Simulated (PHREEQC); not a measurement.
NaF is added in steps, without added water, to 1 kg of water holding 0.0059 mol HF, 0.0045 mol (CH3)4NF and 0.1 mol HCl, at 20 °C. Oxygen alone is held at its pressure in air (log pO2 = -0.68). No CO2 enters from the air. The run lets Halite precipitate or redissolve, and no other solid.

Base run: PHREEQC, ion-association model, wateq4f.dat. Each further column changes one thing. The table gives F- (mol/kgw).

```json
[
 {"NaF added (mol)": "0", "base": "0.000120", "metal-ligand complexes left out": "0.000120", "Davies equation for every ion": "0.000123", "database phreeqc.dat": "0.000127", "Debye-Hückel limiting law": "0.000154"},
 {"NaF added (mol)": "0.03", "base": "0.000587", "metal-ligand complexes left out": "0.000587", "Davies equation for every ion": "0.000604", "database phreeqc.dat": "0.000705", "Debye-Hückel limiting law": "0.000754"},
 {"NaF added (mol)": "0.06", "base": "0.00162", "metal-ligand complexes left out": "0.00163", "Davies equation for every ion": "0.00167", "database phreeqc.dat": "0.00209", "Debye-Hückel limiting law": "0.00207"},
 {"NaF added (mol)": "0.09", "base": "0.00593", "metal-ligand complexes left out": "0.00599", "Davies equation for every ion": "0.00603", "database phreeqc.dat": "0.00706", "Debye-Hückel limiting law": "0.00703"},
 {"NaF added (mol)": "0.11", "base": "0.0154", "metal-ligand complexes left out": "0.0157", "Davies equation for every ion": "0.0155", "database phreeqc.dat": "0.0158", "Debye-Hückel limiting law": "0.0166"},
 {"NaF added (mol)": "0.14", "base": "0.0361", "metal-ligand complexes left out": "0.0373", "Davies equation for every ion": "0.0361", "database phreeqc.dat": "0.0347", "Debye-Hückel limiting law": "0.0373"},
 {"NaF added (mol)": "0.17", "base": "0.0587", "metal-ligand complexes left out": "0.0610", "Davies equation for every ion": "0.0586", "database phreeqc.dat": "0.0560", "Debye-Hückel limiting law": "0.0602"},
 {"NaF added (mol)": "0.2", "base": "0.0816", "metal-ligand complexes left out": "0.0854", "Davies equation for every ion": "0.0814", "database phreeqc.dat": "0.0782", "Debye-Hückel limiting law": "0.0837"}
]
```

(CH3)4N+ isn't in the database: it is added as a free cation with an ion size of 4 Å. wateq4f.dat counts part of the HF as a dimer, H2F2, which phreeqc.dat doesn't know; its constant is uncertain. phreeqc.dat and wateq4f.dat share most of their constants, so their agreement is no independent check.
